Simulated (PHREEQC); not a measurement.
Dissolve 0.012 mol/kgw Cu(BF4)2 and 0.0011 mol/kgw HCl at 25 °C. Closed to the air; pH follows from the charge balance.

Computed with PHREEQC (ion-association model, phreeqc.dat).

- pH = 2.72
- ionic strength = 0.0377 mol/kgw
- total alkalinity = -73.1 meq/kg

```tsv
species	molality	activity	log γ
BF4-	0.0208	0.0174	-0.077
Cu+2	0.0118	0.00607	-0.287
HF	0.00505	0.00509	0.004
H+	0.00221	0.00192	-0.063
F-	0.00214	0.00177	-0.081
BF3OH-	0.00150	0.00126	-0.077
H3BO3	0.00130	0.00131	0.004
Cl-	0.00108	0.000901	-0.080
BF2(OH)2-	0.000403	0.000337	-0.077
CuF+	0.000234	0.000196	-0.077
```

No solid was allowed to form. Real BF4- forms and hydrolyses slowly; the run takes it at equilibrium.
